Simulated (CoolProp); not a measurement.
Vapour-liquid equilibrium of R134a (1) + n-butane (2) at 728 kPa; x and y are mole fractions of (1).

Values from CoolProp's multi-fluid Helmholtz-energy mixture model, Tillner-Roth 1994 and Bücker 2006; pair parameters Bell 2016.

```
x     bubble temperature, mixture model (°C)  bubble temperature, Raoult's law (°C)  y, mixture model  y, Raoult's law
----  --------------------------------------  -------------------------------------  ----------------  ---------------
0.05                                    52.7                                   62.2             0.269            0.122
0.2                                     34.9                                   53.9             0.576            0.398
0.35                                    29.5                                   47.1             0.661            0.589
0.5                                     27.4                                   41.6             0.702            0.728
0.65                                    26.3                                   36.9             0.741            0.833
0.8                                     25.8                                   32.8             0.801            0.915
0.95                                    26.8                                   29.2             0.926            0.981
```

The largest gap from Raoult's law is -19.0 K in bubble temperature, at x = 0.2. y crosses x between x = 0.8 and 0.95: the model has an azeotrope there.

Pair parameters are fitted to limited data, so mixtures are less certain than the pure fluids. With so large a gap from Raoult's law the liquid may split in two, which this calculation doesn't test in full.
